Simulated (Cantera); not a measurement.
A perfectly stirred reactor is fed with 73.5 % CH₄, 26.5 % H₂O, at 5.00 bar; it is held at 1525 K, and followed from long to short residence time.

Computed with Cantera and GRI-Mech 3.0 (53 species, 325 reactions). GRI-Mech 3.0 stops at C3 and has no aromatics, soot or wall deposition, so with more carbon than oxygen in the feed, carbon stays in small species such as C2H2 where larger ones or solid carbon would form.

Question: Predict: x(CH₄) at τ = 0.960 s; x(H₂O) at τ = 0.960 s; x(H₂) at τ = 0.960 s; x(CH₃) at τ = 0.960 s; x(CH₄) at τ = 62.0 ms; x(H₂O) at τ = 62.0 ms; x(H₂) at τ = 62.0 ms; x(CH₃) at τ = 62.0 ms.

Answer: 
| Item | Result |
|---|---|
| x(CH₄) at τ = 0.960 s | 0.280 |
| x(H₂O) at τ = 0.960 s | 0.166 |
| x(H₂) at τ = 0.960 s | 0.407 |
| x(CH₃) at τ = 0.960 s | 8.93e-5 |
| x(CH₄) at τ = 62.0 ms | 0.466 |
| x(H₂O) at τ = 62.0 ms | 0.225 |
| x(H₂) at τ = 62.0 ms | 0.226 |
| x(CH₃) at τ = 62.0 ms | 0.000128 |
